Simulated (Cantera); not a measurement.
Input: 1 mol (CH3)2SiCl2, 0.13 mol CH4, 2.5 mol H2, held at 1375 °C and 100000 Pa.

Cantera equilibrium calculation (NASA polynomials, part measured and part estimated; ideal gas, pure solids and liquids). Candidate condensed phases: C, C6H6, C7H8, C8H18, Si, SiC; 109 gas species. The feed counts by its element totals alone. The tables' values for SiCl3 are old estimates; treat these amounts as uncertain. The numbers say what is thermodynamically allowed, not how fast it happens.

Problem. What is the equilibrium state?

Solution. 
| Item | Result |
|---|---|
| x(H2) | 0.715 |
| x(HCl) | 0.276 |
| x(SiCl2) | 0.00467 |
| x(SiCl3) | 0.00160 |
| x(SiCl4) | 0.00121 |
| x(CH4) | 0.000685 |
| x(SiHCl3) | 0.000524 |
| x(H) | 7.53e-5 |
| x(SiH2Cl2) | 3.86e-5 |
| n(C(graphite)) | 1.18 mol |
| n(SiC(s)) | 0.946 mol |
| gas amount | 6.738 mol |
| log10 activity of Si(s) (absent) | -1.91 |
